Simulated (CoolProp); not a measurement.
Values from CoolProp's reference Helmholtz-energy equation of state, Tillner-Roth 1994.

**Question.** Give the vapour pressure (kPa), vapour density (kg/m³), liquid conductivity (mW/(m K)) of saturated R134a at 286.5, 327 K.

**Answer.** 
```json
[
 {"T (K)": "286.5", "p (kPa)": "463", "vapour density (kg/m³)": "22.5", "liquid conductivity (mW/(m K))": "86.2"},
 {"T (K)": "327", "p (kPa)": "1450", "vapour density (kg/m³)": "73.7", "liquid conductivity (mW/(m K))": "68.8"}
]
```

Thermal conductivity comes from a separate model (McLinden 2000), an estimate that may be off by 10 % or more.
